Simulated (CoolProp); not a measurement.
Values from CoolProp's reference Helmholtz-energy equation of state, Thol 2014.

Problem. For chloromethane (R40), give the phase and the density (kg/m³), speed of sound (m/s) at 443.2 K and 8.66 MPa.

Solution. 
- 443.2 K and 8.66 MPa: supercritical; density 258, speed of sound 208
